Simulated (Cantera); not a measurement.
Diamond growth

A diamond (100) surface in a fixed gas of H2 with x(CH4) = 0.01, x(H) = 0.0033, at 1400 K, 8.25 Torr; coverages are run to steady state.

Detailed kinetics in Cantera: the Harris–Goodwin 1993 mechanism for the reconstructed diamond (100) surface.

```tsv
x(CH3)	growth (µm/h)	θ c6HH	θ c6H*	θ c6*H	θ c6**
1e-06	0.000793	0.351	0.0587	0.537	0.0525
2.2e-06	0.00174	0.351	0.0587	0.537	0.0525
4.8e-06	0.00380	0.351	0.0587	0.537	0.0525
1e-05	0.00792	0.351	0.0587	0.537	0.0525
2.3e-05	0.0182	0.351	0.0587	0.537	0.0524
5e-05	0.0396	0.351	0.0587	0.537	0.0524
0.00011	0.0870	0.351	0.0587	0.537	0.0523
0.00024	0.189	0.351	0.0587	0.537	0.0522
0.00052	0.408	0.351	0.0587	0.537	0.0519
```
θ: site fractions in the mechanism's names (c6HH fully hydrogenated, c6H* and c6*H radical sites, c6** diradical, c6HM methylated).
